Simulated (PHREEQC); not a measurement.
A solution holds 0.0012 mol NH3 and 0.0012 mol CO2 per kg of water, at 82 °C. Closed to the air; pH follows from the charge balance.

Computed with PHREEQC (ion-association model, phreeqc.dat).

```tsv
quantity	before	after
pH	7.06	9.50
ionic strength (mol/kgw)	0.00102	0.00269
NH4+ (mol/kgw)	0.00102	2.42e-5
NH3 (mol/kgw)	0.000183	0.00118
```

Problem. What was changed between the two runs?
A. diluted 5-fold with water
B. CO2 replaced by K2CO3 at the same molality
C. CO2 from 0.0012 to 0.00012 mol/kgw
D. CO2 from 0.0012 to 0.0018 mol/kgw
E. CO2 left out

Solution. B, CO2 replaced by K2CO3 at the same molality

Precipitation was switched off in this run. Constants without temperature data keep their 25 °C values here.
